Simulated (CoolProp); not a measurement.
Vapour pressure (MPa) of chlorine: the reference equation beside estimates from Tc = 143.7 °C, pc = 7.642 MPa, ω = 0.070. Clausius-Clapeyron is anchored at 42.25 °C with a constant enthalpy of vaporisation of 16.56 kJ/mol.

Values from CoolProp's reference Helmholtz-energy equation of state, Thol 2021.

| T (°C) | reference | Lee-Kesler | Clausius-Clapeyron | van der Waals | Redlich-Kwong | Peng-Robinson |
|---|---|---|---|---|---|---|
| 19.55 | 0.6672 | 0.6670 | 0.7386 | 1.556 | 0.6857 | 0.6679 |
| 27.05 | 0.8198 | 0.8174 | 0.8755 | 1.768 | 0.8451 | 0.8176 |
| 34.65 | 0.9991 | 0.9938 | 1.031 | 2.000 | 1.032 | 0.9933 |
| 42.25 | 1.205 | 1.196 | 1.205 | 2.252 | 1.247 | 1.195 |
| 49.75 | 1.437 | 1.424 | 1.396 | 2.519 | 1.487 | 1.423 |
| 57.35 | 1.704 | 1.685 | 1.608 | 2.810 | 1.762 | 1.685 |
| 64.85 | 1.999 | 1.974 | 1.839 | 3.117 | 2.066 | 1.976 |
| 72.45 | 2.334 | 2.302 | 2.093 | 3.448 | 2.409 | 2.306 |
| 80.05 | 2.706 | 2.667 | 2.369 | 3.801 | 2.789 | 2.675 |
| 87.55 | 3.112 | 3.066 | 2.664 | 4.170 | 3.202 | 3.079 |
| 95.15 | 3.565 | 3.514 | 2.985 | 4.567 | 3.660 | 3.532 |
| 102.75 | 4.063 | 4.007 | 3.330 | 4.985 | 4.160 | 4.031 |
| 110.25 | 4.600 | 4.543 | 3.694 | 5.421 | 4.696 | 4.572 |

Absolute difference from the reference over all 13 rows, mean and median: Lee-Kesler 1.0 and 1.2 %, Clausius-Clapeyron 9.9 and 10.3 %, van der Waals 63.3 and 55.9 %, Redlich-Kwong 3.0 and 3.1 %, Peng-Robinson 0.8 and 0.9 %.
